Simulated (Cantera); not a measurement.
A closed system holds: 1 mol HI, 0.024 mol O₂, held at 2548 K and 10.0 Torr.

Method: chemical equilibrium by Gibbs-energy minimisation in Cantera with the NASA 1993 tables (ideal gas, pure condensed phases). Candidate condensed phases: H₂O, I₂; 12 gas species. The numbers say what is thermodynamically allowed, not how fast it happens.

**Question.** What is the equilibrium state?

**Answer.** 
| Property | Value |
|---|---|
| x(I) | 0.619 |
| x(H₂) | 0.219 |
| x(H) | 0.125 |
| x(H₂O) | 0.0255 |
| x(HI) | 0.00661 |
| x(OH) | 0.00319 |
| x(O) | 0.00119 |
| x(O₂) | 5.66e-5 |
| x(I₂) | 1.94e-5 |
| gas amount | 1.600 mol |
| log10 activity of I₂(l) (absent) | -8.58 |
